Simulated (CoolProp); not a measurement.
Properties of carbonyl sulfide along the isobar 3.81 MPa.

Values from CoolProp's reference Helmholtz-energy equation of state, Lemmon 2006. It is a short technical equation, of lower accuracy than the large ones.

```json
[
 {"T (K)": "207.8", "phase": "liquid", "density (kg/m³)": "1211", "Joule-Thomson coefficient (K/MPa)": "-0.4630", "isothermal compressibility (1/MPa)": "0.001068", "expansivity (1/kK)": "1.673"},
 {"T (K)": "225.5", "phase": "liquid", "density (kg/m³)": "1175", "Joule-Thomson coefficient (K/MPa)": "-0.4318", "isothermal compressibility (1/MPa)": "?", "expansivity (1/kK)": "1.788"},
 {"T (K)": "243.1", "phase": "liquid", "density (kg/m³)": "1137", "Joule-Thomson coefficient (K/MPa)": "-0.3882", "isothermal compressibility (1/MPa)": "0.001624", "expansivity (1/kK)": "1.938"},
 {"T (K)": "260.8", "phase": "liquid", "density (kg/m³)": "1097", "Joule-Thomson coefficient (K/MPa)": "-0.3281", "isothermal compressibility (1/MPa)": "0.002067", "expansivity (1/kK)": "2.139"},
 {"T (K)": "278.5", "phase": "liquid", "density (kg/m³)": "1053", "Joule-Thomson coefficient (K/MPa)": "-0.2448", "isothermal compressibility (1/MPa)": "0.002714", "expansivity (1/kK)": "?"},
 {"T (K)": "296.1", "phase": "liquid", "density (kg/m³)": "?", "Joule-Thomson coefficient (K/MPa)": "-0.1262", "isothermal compressibility (1/MPa)": "0.003719", "expansivity (1/kK)": "2.807"},
 {"T (K)": "313.8", "phase": "liquid", "density (kg/m³)": "952.8", "Joule-Thomson coefficient (K/MPa)": "0.05583", "isothermal compressibility (1/MPa)": "0.005476", "expansivity (1/kK)": "3.427"},
 {"T (K)": "331.5", "phase": "liquid", "density (kg/m³)": "888.8", "Joule-Thomson coefficient (K/MPa)": "0.3676", "isothermal compressibility (1/MPa)": "0.009142", "expansivity (1/kK)": "4.565"},
 {"T (K)": "366.8", "phase": "gas", "density (kg/m³)": "104.7", "Joule-Thomson coefficient (K/MPa)": "14.68", "isothermal compressibility (1/MPa)": "0.4075", "expansivity (1/kK)": "7.871"},
 {"T (K)": "384.5", "phase": "gas", "density (kg/m³)": "92.88", "Joule-Thomson coefficient (K/MPa)": "12.58", "isothermal compressibility (1/MPa)": "0.3600", "expansivity (1/kK)": "5.871"}
]
```

**Question.** Fill in the missing entries.

**Answer.** 
- 225.5, isothermal compressibility (1/MPa): 0.001307
- 278.5, expansivity (1/kK): 2.413
- 296.1, density (kg/m³): 1006
